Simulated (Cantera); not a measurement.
An adiabatic, constant-volume homogeneous reactor starts with 4.41 % CH₄, 0.618 % C₂H₆, 20.0 % O₂, 75.0 % N₂, equivalence ratio 0.55, at 1250 K and 5.82 atm.

Detailed kinetics in Cantera: GRI-Mech 3.0 (53 species, 325 reactions).

Q: Predict: time of steepest temperature rise; temperature at 2.00 s; equilibrium temperature; x(O₂) at 2.00 s; x(H₂O) at 2.00 s.

A: time of steepest temperature rise: 0.608 ms
temperature at 2.00 s: 2567 K
equilibrium temperature: 2567 K
x(O₂) at 2.00 s: 0.0807 (gas-phase equilibrium 0.0807)
x(H₂O) at 2.00 s: 0.101 (gas-phase equilibrium 0.101)
